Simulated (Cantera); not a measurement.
Input: 1 mol Si(CH₃)₄, 0.24 mol C₂H₂, 14 mol H₂, held at 60.8 Torr.

Equilibrium computed with Cantera from the NASA thermochemical tables; the gas is ideal and each condensed phase is pure. Candidate condensed phases: C, C₆H₆, C₇H₈, C₈H₁₈, Si, SiC; 87 gas species. The numbers say what is thermodynamically allowed, not how fast it happens.

**Question.** At 1998 K, list the 5 most abundant gas species with their mole fractions, and the condensed phases.

**Answer.** H₂ 0.994, H 0.00562, C₂H₂ (acetylene) 0.000753, CH₄ 3.41e-5, Si 2.86e-5. Condensed: C(graphite) + SiC(s).
